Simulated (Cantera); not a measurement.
Feed: 1 mol B₂O₃, 3.8 mol F₂, 0.24 mol H₂, equilibrated at 0.133 bar.

Method: chemical equilibrium by Gibbs-energy minimisation in Cantera with the NASA 1993 tables (ideal gas, pure condensed phases). Candidate condensed phases: B, B₂O₃, B₃O₃H₃, H₂O; 43 gas species. The numbers say what is thermodynamically allowed, not how fast it happens. All values below are at 675 °C.

Base state: BF₃ 0.430, O₂ 0.322, HF 0.103, F₂ 0.0961, F 0.0484, FO₂ 2.60e-5 (mole fractions); condensed: gas only.

Task: What changes in the equilibrium state with this change: H₂ from 0.24 to 1 mol?

Result: 
| species | before | after |
|---|---|---|
| BF₃ | 0.430 | 0.385 |
| HF | 0.103 | 0.308 |
| O₂ | 0.322 | 0.269 |
| F₂ | 0.0961 | <1e-9 |
| F | 0.0484 | <1e-9 |
| H₂O | <1e-9 | 0.0384 |
| FO₂ | 2.60e-5 | <1e-9 |
